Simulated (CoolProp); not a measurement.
A closed Brayton cycle with nitrogen: compressor inlet 325.15 K and 1.6 MPa, high pressure 4.67 MPa, turbine inlet 890 K, compressor efficiency 0.89, turbine efficiency 0.85, recuperator effectiveness 0.8 (on enthalpy, no pinch check). Each further row changes one setting.

Computed with CoolProp (reference Helmholtz-energy equation of state, Span 2000).

| case | thermal efficiency (%) | net work (kJ/kg) | compressor to turbine work | compressor exit (K) | turbine exit (K) |
|---|---|---|---|---|---|
| as stated | 28.0 | 74.8 | 0.65 | 456.4 | 703.1 |
| turbine inlet 840 K | ___ | 62.6 | 0.69 | 456.4 | 662.0 |
| compressor inlet 335.15 K | 26.7 | ___ | ___ | 470.2 | 703.1 |
| high pressure 3.97 MPa | ___ | 70.0 | 0.62 | ___ | 728.5 |
| recuperator effectiveness 0.5 | 21.6 | 74.8 | 0.65 | 456.4 | 703.1 |

Problem. What belongs in the gaps?

Solution. 
- turbine inlet 840 K, thermal efficiency (%): 25.5
- compressor inlet 335.15 K, net work (kJ/kg): 70.5
- compressor inlet 335.15 K, compressor to turbine work: 0.67
- high pressure 3.97 MPa, thermal efficiency (%): 28.2
- high pressure 3.97 MPa, compressor exit (K): 433.9
